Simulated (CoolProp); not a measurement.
Saturation properties of methanol (Tc = 240.2 °C, pc = 82.16 bar, ω = 0.565).

Computed with CoolProp (reference Helmholtz-energy equation of state, de Reuck 1993).

```tsv
T (°C)	p (bar)	vapour density (kg/m³)	enthalpy of vaporisation (kJ/kg)	liquid cp (kJ/(kg K))	vapour viscosity (µPa s)	liquid conductivity (mW/(m K))
-4.85	0.02969	0.04315	1212	2.380	8.69	206
-1.45	0.03700	0.05317	1207	2.395	8.79	205
1.85	0.04555	0.06474	1203	2.410	8.90	205
5.25	0.05610	0.07888	1198	2.426	9.00	204
8.55	0.06832	0.09506	1193	2.442	9.11	203
11.85	0.08279	0.1140	1189	2.459	9.21	203
15.25	0.1004	0.1368	1184	2.478	9.32	202
18.55	0.1205	0.1626	1179	2.496	9.42	201
21.85	0.1439	0.1924	1174	2.516	9.52	201
25.25	0.1720	0.2277	1169	2.536	9.63	200
```

It boils at 64.5 °C under 1 atm.

Viscosity comes from a separate model (Xiang 2006). Thermal conductivity comes from a separate model (Sykioti 2013).
